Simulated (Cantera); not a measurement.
**SiH2Cl2 + N2 (silicon nitride deposition)**

Input: 1 mol SiH2Cl2, 5.5 mol N2, held at 42.0 Pa.

Method: chemical equilibrium by Gibbs-energy minimisation in Cantera with the NASA 1993 tables (ideal gas, pure condensed phases). Candidate condensed phases: NH4Cl, Si, Si3N4; 28 gas species. N2 is the only nitrogen source here; it is nearly inert below about 1500 K, so the nitride shown seldom forms there in practice. The tables' values for SiCl3, SiCl are old estimates; treat these amounts as uncertain. Rates play no part.

```csv
T (K),x N2,x HCl,x H2,x SiCl2,x SiCl4,n Si3N4(s)
1250,0.723,0.204,0.0436,0.0133,0.0116,0.265
1275,0.722,0.198,0.0456,0.0198,0.00893,0.255
1300,0.721,0.190,0.0486,0.0277,0.00633,0.242
1325,0.721,0.180,0.0526,0.0364,0.00413,0.226
1350,0.721,0.169,0.0575,0.0452,0.00251,0.210
1375,0.721,0.156,0.0630,0.0538,0.00145,0.193
1400,0.722,0.143,0.0688,0.0620,0.000809,0.176
1425,0.723,0.129,0.0747,0.0696,0.000443,0.159
1450,0.724,0.117,0.0804,0.0766,0.000240,0.143
1475,0.724,0.104,0.0859,0.0829,0.000130,0.129
1500,0.725,0.0931,0.0909,0.0887,7.00e-5,0.115
1525,0.726,0.0828,0.0955,0.0938,3.80e-5,0.102
1550,0.727,0.0735,0.0997,0.0984,2.08e-5,0.0908
```
x: gas mole fraction; n: condensed amount in mol.

From 1250 K to 1550 K the condensed part is Si3N4(s). The main Si-bearing gas is SiCl2 throughout. The share of Si in condensed phases is highest at 1250 K (79.6 %) and lowest at 1550 K (27.3 %).
